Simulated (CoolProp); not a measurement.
Vapour-liquid equilibrium of R143a (1) + propane (2) at 14.75 °C; x and y are mole fractions of (1).

Model: multi-fluid Helmholtz-energy mixture model, Lemmon and Jacobsen 2000 and Lemmon 2009; pair parameters Bell 2016, in CoolProp.

```tsv
x	bubble pressure, mixture model (kPa)	bubble pressure, Raoult's law (kPa)	y, mixture model	y, Raoult's law
0.05	820.2	738.1	0.137	0.065
0.125	922.8	755.3	0.266	0.158
0.2	993.3	772.6	0.350	0.248
0.275	1042	789.9	0.412	0.333
0.35	1076	807.2	0.461	0.415
0.425	1100	824.5	0.504	0.493
0.5	1115	841.8	0.546	0.568
0.575	1122	859.1	0.588	0.641
0.65	1122	876.4	0.634	0.710
0.725	1112	893.6	0.686	0.776
0.8	1091	910.9	0.747	0.840
0.875	1056	928.2	0.822	0.902
0.95	1004	945.5	0.918	0.962
```

The largest gap from Raoult's law is +33.4 % in bubble pressure, at x = 0.425. y crosses x between x = 0.575 and 0.65: the model has an azeotrope there.

Pair parameters are fitted to limited data, so mixtures are less certain than the pure fluids.
